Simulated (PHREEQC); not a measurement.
0.017 g of hydrous ferric oxide (600 m²/g; 0.2 weak and 0.005 strong sites per Fe, Dzombak-Morel constants, diffuse double layer) in 1 kg of water with 0.005 mol/kgw of an inert sodium salt and 1.9e-05 mol MgCl2 and 4.1e-07 mol NiCl2, at 25 °C; the pH is set by adding NaOH or the inert anion's acid. Oxygen alone is held at its pressure in air (log pO2 = -0.68). The system is closed to CO2. Precipitation was switched off in this run.

Base run: PHREEQC, ion-association model, wateq4f.dat. Each further column changes one thing. The table gives Ni sorbed (%).

```
pH    base  no electrostatic term (-no_edl)  background salt from 0.005 to 0.0005 mol/kgw  oxide from 0.017 to 0.085 g/kgw  4.4e-05 mol/kgw Na2SO4 added
----  ----  -------------------------------  --------------------------------------------  -------------------------------  ----------------------------
3      0.0                              0.0                                           0.0                              0.0                           0.0
3.38   0.0                              0.0                                           0.0                              0.0                           0.0
4.12   0.0                              0.0                                           0.0                              0.0                           0.0
4.5    0.0                              0.0                                           0.0                              0.0                           0.0
5.25   0.1                              0.3                                           0.1                              0.3                           0.2
5.62   0.3                              1.5                                           0.3                              1.6                           0.8
6.38   7.2                             28.9                                           7.3                                ?                          10.8
6.75  26.2                             62.5                                          27.4                             65.3                             ?
7.5   87.6                             95.5                                          89.1                             98.1                          87.8
7.88  97.2                                ?                                             ?                             99.6                          97.2
8.62  99.8                             99.6                                          99.8                            100.0                          99.8
9     99.9                             99.8                                          99.9                            100.0                          99.9
```

Question: Complete the blanks.

Answer: 
- 6.38, oxide from 0.017 to 0.085 g/kgw: 27.9
- 6.75, 4.4e-05 mol/kgw Na2SO4 added: 30.3
- 7.88, no electrostatic term (-no_edl): 98.4
- 7.88, background salt from 0.005 to 0.0005 mol/kgw: 97.7

The oxide is taken as insoluble; below pH 4 it would dissolve.
